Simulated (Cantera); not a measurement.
A Cantera script and what it prints.

```python
import numpy as np
import cantera as ct

gas_names = [...]  # 95 gases of nasa_gas.yaml made of C, F, H
cond_names = """
    C(gr) C6H6(L) C7H8(L) C8H18(L),n-octa
""".split()


# ... load() reads the species with a 1 bar reference pressure and builds the phases ...
atoms = {
    'c-C4F8': {'C': 4, 'F': 8},
    'H2': {'H': 2},
}
top_T = {'C(gr)': 4500}  # K; cautious upper limits of use, not melting points


# ... equilibrate(T, P, feed) seeds the gas with the atoms and calls Mixture.equilibrate('TP', solver="vcs", rtol=1e-11, max_steps=5000) ...
results = []
feed = {'c-C4F8': 1, 'H2': 2.5}  # mol
P = 133.322  # Pa
for T in [1750, 1850, 1950, 2050, 2150, 2250, 2350, 2450, 2550, 2650, 2750, 2850, 2950]:
    mix = equilibrate(T, P, feed)
    results.append((T, P, feed, dict(zip(mix.species_names, mix.species_moles))))
    x = sorted(zip(gas.X, gas.species_names), reverse=True)
    print(f"T = {T:g} K  P = {P:g} Pa  gas = {mix.phase_moles(0):.4g} mol")
    print("   x: " + "  ".join(f"{s} {v:.3e}" for v, s in x if v > 0.001))
    print("   condensed (mol): " + ("  ".join(f"{mix.phase(i).name} {mix.phase_moles(i):.4g}"
          for i in range(1, mix.n_phases) if mix.phase_moles(i) > 1e-12) or "none"))
```

Result:

```
T = 1750 K  P = 133.322 Pa  gas = 5.807 mol
   x: HF 8.610e-01  CF4 1.223e-01  CF2 9.932e-03  F 6.290e-03
   condensed (mol): C(gr) 3.23
T = 1850 K  P = 133.322 Pa  gas = 5.917 mol
   x: HF 8.451e-01  CF4 1.080e-01  CF2 2.613e-02  F 1.979e-02
   condensed (mol): C(gr) 3.2
T = 1950 K  P = 133.322 Pa  gas = 6.17 mol
   x: HF 8.103e-01  CF4 7.907e-02  CF2 5.613e-02  F 5.266e-02  CF3 1.602e-03
   condensed (mol): C(gr) 3.155
T = 2050 K  P = 133.322 Pa  gas = 6.62 mol
   x: HF 7.553e-01  F 1.141e-01  CF2 8.961e-02  CF4 3.842e-02  CF3 1.833e-03
   condensed (mol): C(gr) 3.136
T = 2150 K  P = 133.322 Pa  gas = 7.114 mol
   x: HF 7.028e-01  F 1.909e-01  CF2 9.392e-02  CF4 9.433e-03  CF 1.760e-03  CF3 1.179e-03
   condensed (mol): C(gr) 3.244
T = 2250 K  P = 133.322 Pa  gas = 7.454 mol
   x: HF 6.707e-01  F 2.554e-01  CF2 6.858e-02  CF 3.526e-03  CF4 1.289e-03
   condensed (mol): C(gr) 3.449
T = 2350 K  P = 133.322 Pa  gas = 7.677 mol
   x: HF 6.509e-01  F 3.006e-01  CF2 4.176e-02  CF 5.996e-03
   condensed (mol): C(gr) 3.63
T = 2450 K  P = 133.322 Pa  gas = 7.827 mol
   x: HF 6.378e-01  F 3.283e-01  CF2 2.335e-02  CF 9.162e-03  H 1.076e-03
   condensed (mol): C(gr) 3.74
T = 2550 K  P = 133.322 Pa  gas = 7.934 mol
   x: HF 6.270e-01  F 3.430e-01  CF 1.302e-02  CF2 1.265e-02  H 3.167e-03
   condensed (mol): C(gr) 3.774
T = 2650 K  P = 133.322 Pa  gas = 8.052 mol
   x: HF 6.122e-01  F 3.500e-01  CF 1.763e-02  H 8.706e-03  CF2 6.885e-03  C3 3.356e-03
   condensed (mol): C(gr) 3.708
T = 2750 K  P = 133.322 Pa  gas = 8.29 mol
   x: HF 5.810e-01  F 3.532e-01  CF 2.310e-02  H 2.180e-02  C3 1.265e-02  CF2 3.837e-03  C 2.832e-03  C2 1.224e-03
   condensed (mol): C(gr) 3.412
T = 2850 K  P = 133.322 Pa  gas = 8.919 mol
   x: HF 5.116e-01  F 3.517e-01  H 4.800e-02  C3 4.333e-02  CF 2.927e-02  C 8.457e-03  C2 4.273e-03  CF2 2.166e-03
   condensed (mol): C(gr) 2.378
T = 2950 K  P = 133.322 Pa  gas = 10.3 mol
   x: HF 3.956e-01  F 3.465e-01  C3 1.008e-01  H 8.820e-02  CF 3.263e-02  C 2.120e-02  C2 1.120e-02  C5 1.294e-03  CF2 1.125e-03
   condensed (mol): none
```

Equilibrium computed with Cantera from the NASA thermochemical tables; the gas is ideal and each condensed phase is pure. The feed counts by its element totals alone. Gases not in the tables: C2F6 and larger saturated fluorocarbons.
